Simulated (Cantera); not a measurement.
An adiabatic, constant-volume homogeneous reactor starts with 1.94 % C₃H₈, 20.5 % O₂, 77.5 % N₂, equivalence ratio 0.47, at 1350 K and 360000 Pa.

Computed with Cantera and GRI-Mech 3.0 (53 species, 325 reactions). GRI-Mech 3.0 was tuned for natural gas; its chemistry of propane as a main component is partial and can be far from experiment.

x: mole fraction; the columns are a selection and need not sum to one.

```json
[
 {"t (s)": "8.00e-6", "T (K)": "1350", "P (bar)": "3.60", "x C₃H₈": "0.0193", "x O₂": "0.205", "x NO": "<1e-12", "x NO₂": "<1e-12", "x HCO": "1.39e-10", "x CH₂CO": "8.50e-9", "x CH₄": "2.39e-6"},
 {"t (s)": "2.55e-5", "T (K)": "1349", "P (bar)": "3.60", "x C₃H₈": "0.0190", "x O₂": "0.205", "x NO": "<1e-12", "x NO₂": "<1e-12", "x HCO": "4.89e-9", "x CH₂CO": "5.41e-7", "x CH₄": "2.81e-5"},
 {"t (s)": "8.16e-5", "T (K)": "1352", "P (bar)": "3.61", "x C₃H₈": "…", "x O₂": "0.204", "x NO": "<1e-12", "x NO₂": "<1e-12", "x HCO": "…", "x CH₂CO": "…", "x CH₄": "…"},
 {"t (s)": "0.000261", "T (K)": "2552", "P (bar)": "6.97", "x C₃H₈": "<1e-12", "x O₂": "0.105", "x NO": "0.000301", "x NO₂": "4.77e-7", "x HCO": "9.42e-10", "x CH₂CO": "<1e-12", "x CH₄": "<1e-12"},
 {"t (s)": "0.000832", "T (K)": "2549", "P (bar)": "6.96", "x C₃H₈": "<1e-12", "x O₂": "0.103", "x NO": "0.00291", "x NO₂": "4.55e-6", "x HCO": "8.34e-10", "x CH₂CO": "<1e-12", "x CH₄": "<1e-12"},
 {"t (s)": "0.00266", "T (K)": "2537", "P (bar)": "6.93", "x C₃H₈": "<1e-12", "x O₂": "0.101", "x NO": "0.00872", "x NO₂": "1.36e-5", "x HCO": "7.52e-10", "x CH₂CO": "<1e-12", "x CH₄": "<1e-12"},
 {"t (s)": "0.00849", "T (K)": "2523", "P (bar)": "6.89", "x C₃H₈": "<1e-12", "x O₂": "0.0977", "x NO": "0.0148", "x NO₂": "2.29e-5", "x HCO": "6.73e-10", "x CH₂CO": "<1e-12", "x CH₄": "<1e-12"},
 {"t (s)": "0.0271", "T (K)": "2521", "P (bar)": "6.88", "x C₃H₈": "<1e-12", "x O₂": "0.0971", "x NO": "0.0159", "x NO₂": "2.46e-5", "x HCO": "6.59e-10", "x CH₂CO": "<1e-12", "x CH₄": "<1e-12"},
 {"t (s)": "0.0865", "T (K)": "2521", "P (bar)": "6.88", "x C₃H₈": "<1e-12", "x O₂": "0.0971", "x NO": "0.0159", "x NO₂": "2.46e-5", "x HCO": "6.59e-10", "x CH₂CO": "<1e-12", "x CH₄": "<1e-12"},
 {"t (s)": "0.276", "T (K)": "2521", "P (bar)": "6.88", "x C₃H₈": "<1e-12", "x O₂": "0.0971", "x NO": "0.0159", "x NO₂": "2.46e-5", "x HCO": "6.59e-10", "x CH₂CO": "<1e-12", "x CH₄": "<1e-12"},
 {"t (s)": "0.883", "T (K)": "2521", "P (bar)": "6.88", "x C₃H₈": "<1e-12", "x O₂": "0.0971", "x NO": "0.0159", "x NO₂": "2.46e-5", "x HCO": "6.59e-10", "x CH₂CO": "<1e-12", "x CH₄": "<1e-12"},
 {"t (s)": "2.82", "T (K)": "2521", "P (bar)": "6.88", "x C₃H₈": "<1e-12", "x O₂": "0.0971", "x NO": "0.0159", "x NO₂": "2.46e-5", "x HCO": "6.59e-10", "x CH₂CO": "<1e-12", "x CH₄": "<1e-12"},
 {"t (s)": "9.00", "T (K)": "2521", "P (bar)": "6.88", "x C₃H₈": "<1e-12", "x O₂": "0.0971", "x NO": "0.0159", "x NO₂": "2.46e-5", "x HCO": "6.59e-10", "x CH₂CO": "<1e-12", "x CH₄": "<1e-12"}
]
```

**Question.** Fill in the missing entries.

**Answer.** 
- 8.16e-5, x C₃H₈: 0.0174
- 8.16e-5, x HCO: 3.81e-8
- 8.16e-5, x CH₂CO: 1.51e-5
- 8.16e-5, x CH₄: 0.000198
